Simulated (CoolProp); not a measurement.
Values from CoolProp's reference Helmholtz-energy equation of state, Tillner-Roth 1994.

### Question
For R134a, give the phase and the density (kg/m³), viscosity (µPa s), conductivity (mW/(m K)), fugacity coefficient at 97.25 °C and 0.31 MPa.

### Answer
- 97.25 °C and 0.31 MPa: gas; density 10.6, viscosity 14.6, conductivity 19.2, fugacity coefficient 0.972

Viscosity comes from a separate model (Huber 2003), an estimate that may be off by 10 % or more. Thermal conductivity comes from a separate model (McLinden 2000), an estimate that may be off by 10 % or more.
